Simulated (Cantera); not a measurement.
**Iron carbonyl, mercury and lead vapours: PbO + CO + H₂**

A closed system holds: 1 mol PbO, 0.14 mol CO, 4.7 mol H₂, at 4730 Torr.

Equilibrium computed with Cantera from the NASA thermochemical tables; the gas is ideal and each condensed phase is pure. Candidate condensed phases: C, C₆H₆, C₇H₈, C₈H₁₈, H₂O, Pb, PbO, PbO₂, Pb₃O₄; 113 gas species. Rates play no part.

```tsv
T (K)	x H₂	x H₂O	x CH₄	x CO	x CO₂	x Pb	x H	n Pb(l)
798	0.719	0.250	0.0307	1.52e-5	2.25e-5	9.09e-9	<1e-12	1.00
898	0.721	0.248	0.0295	0.000607	0.000485	2.06e-7	3.70e-11	1.000
998	0.739	0.231	0.0197	0.00714	0.00323	2.46e-6	7.37e-10	1.000
1098	0.762	0.209	0.00530	0.0188	0.00512	1.85e-5	8.60e-9	1.000
1198	0.768	0.203	0.000885	0.0235	0.00456	9.90e-5	6.64e-8	1.000
1298	0.768	0.203	0.000164	0.0250	0.00377	0.000406	3.74e-7	0.998
1398	0.767	0.203	3.74e-5	0.0257	0.00315	0.00135	1.65e-6	0.993
```
x: gas mole fraction; n: condensed amount in mol.

From 798 K to 1398 K the condensed part is Pb(l).
